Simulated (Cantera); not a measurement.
A closed system holds: 1 mol C, 0.059 mol H2O, equilibrated at 1002 °C and 18.0 Pa.

These are equilibrium values from Cantera (NASA tables, ideal gas, pure condensed phases), not measurements of a reactor. Candidate condensed phases: C, C6H6, C7H8, C8H18, H2O; 110 gas species. Kinetics and transport are ignored.

Base state: CO 0.500, H2 0.500, H 3.88e-5 (mole fractions); condensed: C(graphite).

### Question
What changes in the equilibrium state with this change: temperature from 1002 °C to 1752 °C?

### Answer
| species | before | after |
|---|---|---|
| CO | 0.500 | 0.477 |
| H2 | 0.500 | 0.429 |
| H | 3.88e-5 | 0.0940 |
| C2H2 (acetylene) | 1.92e-7 | 0.000388 |
| C(graphite), mol | 0.941 | 0.941 |
